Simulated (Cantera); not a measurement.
## Reactions in the system B-H-N-O

Cantera with NASA thermochemical tables; ideal gases at 1 bar, condensed phases pure. Values are per mole of reaction as written; species without (g) are pure solids or liquids, kept so even where they would boil at 1 bar.

2 NH3(g) + 2 HBO2(g) = B2O3(g) + 8 H(g) + N2O(g)

```
T (K)  ΔH° (kJ)  ΔS° (J/K)  ΔG° (kJ)  log10 K
-----  --------  ---------  --------  -------
650      2240.0      640.2    1823.9  -146.57
700      2244.6      647.0    1791.7  -133.70
750      2249.0      653.0    1759.2  -122.52
800      2253.2      658.5    1726.4  -112.72
850      2257.3      663.5    1693.3  -104.06
900      2261.3      668.0    1660.1   -96.35
950      2265.1      672.2    1626.5   -89.43
1000     2268.8      675.9    1592.8   -83.20
```
